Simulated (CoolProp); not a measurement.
A Linde-Hampson liquefier for ethane: isothermal reversible compression at 320 K from 1 atm to 25 MPa, throttling to 1 atm, return gas leaving the recuperator 2 K below the feed. Each further row changes one setting.

Model: reference Helmholtz-energy equation of state, Bücker 2006, in CoolProp.

```csv
case,liquid yield per pass,compression work (kJ/kg of gas)
as stated,0.465,378
high pressure 50 MPa,0.448,436
warm-end temperature 350 K,0.386,443
warm-end gap 7 K,0.458,378
```
